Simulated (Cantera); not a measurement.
**Ammonia decomposition in nitride growth gas**

An isothermal, constant-pressure homogeneous reactor starts with 3.87 % NH3, 92.8 % H2, 3.36 % N2, at 1950 K and 3600 Pa.

Cantera simulation using the gas-phase N/H chemistry of the illustrative SiF4/NH3 mechanism in the Surface Chemkin manual (1991); the numbers are that mechanism's predictions, not measurements. Walls and surfaces, which speed up NH3 decomposition in real reactors, are not modelled.

| t (s) | x NH3 | x H2 | x H | x N2 | x N | x N2H4 | x N2H2 |
|---|---|---|---|---|---|---|---|
| 8.00e-6 | 0.0387 | 0.928 | 1.23e-7 | 0.0336 | <1e-12 | <1e-12 | <1e-12 |
| 3.74e-5 | 0.0387 | 0.928 | 6.47e-7 | 0.0336 | <1e-12 | <1e-12 | <1e-12 |
| 0.000175 | 0.0387 | 0.928 | 3.11e-6 | 0.0336 | <1e-12 | <1e-12 | <1e-12 |
| 0.000818 | 0.0387 | 0.928 | 1.46e-5 | 0.0336 | 1.90e-12 | <1e-12 | 6.82e-12 |
| 0.00383 | 0.0386 | 0.928 | 6.85e-5 | 0.0336 | 1.98e-10 | 1.69e-12 | 1.77e-10 |
| 0.0179 | 0.0386 | 0.927 | 0.000318 | 0.0336 | 1.98e-8 | 3.62e-11 | 6.35e-9 |
| 0.0837 | 0.0379 | 0.927 | 0.00102 | 0.0339 | 6.27e-7 | 3.55e-10 | 1.22e-7 |
| 0.391 | 0.0317 | 0.930 | 0.00115 | 0.0367 | 7.50e-7 | 3.15e-10 | 1.16e-7 |
| 1.83 | 0.0134 | 0.940 | 0.00158 | 0.0449 | 8.01e-7 | 1.04e-10 | 4.66e-8 |
| 8.55 | 0.000114 | 0.943 | 0.00574 | 0.0508 | 3.28e-7 | <1e-12 | 9.19e-11 |
| 40.0 | 8.09e-6 | 0.943 | 0.00591 | 0.0508 | 2.54e-8 | <1e-12 | <1e-12 |
x: mole fraction; the columns are a selection and need not sum to one.

Equilibrium at this temperature and pressure: NH3 1.62e-7, H2 0.943, H 0.00591, N2 0.0508, N 5.09e-10, N2H4 <1e-12, N2H2 <1e-12 (gas phase only).
